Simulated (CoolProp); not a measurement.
Vapour-liquid equilibrium of R143a (1) + R1234yf (2) at 234.9 K; x and y are mole fractions of (1).

The numbers come from the multi-fluid Helmholtz-energy mixture model, Lemmon and Jacobsen 2000 and Lemmon 2022; pair parameters Bell 2016 in CoolProp.

Q: Give the bubble pressure and the first vapour's composition at x = 0.05, 0.2, 0.35. Is there an azeotrope?

A: x = 0.05: 0.07269 MPa, y = 0.113; x = 0.2: 0.08683 MPa, y = 0.366; x = 0.35: 0.1000 MPa, y = 0.545. No azeotrope shows between x = 0.05 and 0.95.

The pair parameters rest on a limited set of measurements; away from them the model extrapolates.
